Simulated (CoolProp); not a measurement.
Normal hydrogen at 293.15 K and 2.32 MPa is compressed adiabatically to 5.23 MPa with isentropic efficiency 0.75. Each further row changes one setting.

Values from CoolProp's reference Helmholtz-energy equation of state, Leachman 2009.

```json
[
 {"case": "as stated", "work (kJ/kg)": "___", "final temperature (K)": "396.0", "final density (kg/m³)": "___"},
 {"case": "efficiency 1", "work (kJ/kg)": "___", "final temperature (K)": "___", "final density (kg/m³)": "3.34"},
 {"case": "efficiency 0.65", "work (kJ/kg)": "___", "final temperature (K)": "___", "final density (kg/m³)": "___"}
]
```

**Question.** Fill in the missing entries.

**Answer.** 
- as stated, work (kJ/kg): 1510
- as stated, final density (kg/m³): 3.12
- efficiency 1, work (kJ/kg): 1130
- efficiency 1, final temperature (K): 370.1
- efficiency 0.65, work (kJ/kg): 1740
- efficiency 0.65, final temperature (K): 411.9
- efficiency 0.65, final density (kg/m³): 3.00
